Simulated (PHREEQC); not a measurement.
Brackish or sea water: an equilibrium model

Model water analysis in mmol/kgw, 25 °C, pH 8.5: Na 201; K 5.77; Ca 31; Mg 7.6; Cl 211; S(6) 39.5; Alkalinity (meq/kgw) 0.013; Li 8.94.

Valence states are taken as typed.

Computed with PHREEQC (Pitzer model, pitzer.dat).

This is a speciation only: nothing precipitates in the calculation.

Q: What activity of water does the model give?

A: activity of water 0.992.

Q: In which forms is C present?

A: HCO3- 91 %, CO3-2 6.6 %, MgCO3 1.5 % of the C.

The solution is supersaturated, for example in Gypsum, so a real one may precipitate; this is no full list.
